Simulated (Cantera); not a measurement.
Feed: 1 mol NiS, a varied amount of H2, held at 1.33 mbar.

Method: chemical equilibrium by Gibbs-energy minimisation in Cantera with the NASA 1993 tables (ideal gas, pure condensed phases). Candidate condensed phases: Ni, NiS, NiS2, Ni3S2, Ni3S4, S; 9 gas species. Equilibrium is a limit: real reactors are often held back by kinetics, nucleation or transport.

Stable condensed phases, one row left out:

```
T in °C \ n(H2) in mol
           59  220  380  540  700  860 1000 1200 1300
   1550     A    B    B    B    B    B    B    B    B
   1525     A    B    B    B    B    B    B    B    B
   1500     A    B    B    B    B    B    B    B    B
   1475     A    B    B    B    B    B    B    B    B
   1450     A    A    B    B    B    B    B    B    B
   1425     A    A    A    B    B    B    B    B    B
   1400     A    A    A    A    A    B    B    B    B
   1375     A    A    A    A    A    A    A    A    B
   1325     A    A    A    A    A    A    A    A    A
```

A: Ni; B: gas only.

Q: Give the row for 1350 °C.

A: 59: Ni; 220: Ni; 380: Ni; 540: Ni; 700: Ni; 860: Ni; 1000: Ni; 1200: Ni; 1300: Ni.
